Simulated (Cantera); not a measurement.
Input (Python, Cantera) and output of one run.

```python
import numpy as np
import cantera as ct

gas_names = """
    CL CL2 H HCL H2 Si SiCL SiCL2 SiCL3 SiCL4 SiH SiHCL3 SiH2 SiH2CL2 SiH3 SiH3CL SiH4 Si2 Si3
""".split()
cond_names = """
    Si(cr) Si(L)
""".split()


# ... load() reads the species with a 1 bar reference pressure and builds the phases ...
atoms = {
    'Si': {'Si': 1},
    'Cl2': {'CL': 2},
    'H2': {'H': 2},
}
top_T = {}  # K; cautious upper limits of use, not melting points


# ... equilibrate(T, P, feed) seeds the gas with the atoms and calls Mixture.equilibrate('TP', solver="vcs", rtol=1e-11, max_steps=5000) ...
results = []
feed = {'Si': 1, 'Cl2': 0.53, 'H2': 16}  # mol
T = 650  # K
P = 101325  # Pa
mix = equilibrate(T, P, feed)
results.append((T, P, feed, dict(zip(mix.species_names, mix.species_moles))))
print(gas.report(threshold=1e-06))
for i in range(1, mix.n_phases):
    print(f"{mix.phase(i).name:16s} {mix.phase_moles(i):12.5e} mol")
```

Output:

```
       temperature   650 K
          pressure   1.0132e+05 Pa
           density   0.090892 kg/m^3
  mean mol. weight   4.8479 kg/kmol
   phase of matter   gas

                          1 kg             1 kmol
                     ---------------   ---------------
          enthalpy            -20765       -1.0067e+05  J
   internal energy       -1.1355e+06       -5.5051e+06  J
           entropy             32766        1.5885e+05  J/K
    Gibbs function       -2.1318e+07       -1.0335e+08  J
 heat capacity c_p            6310.8             30594  J/K
 heat capacity c_v            4595.7             22280  J/K

                      mass frac. Y      mole frac. X     chem. pot. / RT
                     ---------------   ---------------   ---------------
               HCL        0.00047576        6.3263e-05           -50.051
                H2            0.4078           0.98064           -16.559
             SiCL4           0.28735         0.0082001           -169.98
            SiHCL3           0.28849          0.010326           -136.48
           SiH2CL2          0.015718        0.00075444           -102.99
            SiH3CL        0.00015539        1.1318e-05           -69.502
     [  +13 minor]        5.3857e-06        2.5885e-07

Si(cr)            6.87134e-01 mol
```

Cantera equilibrium calculation (NASA polynomials, part measured and part estimated; ideal gas, pure solids and liquids).
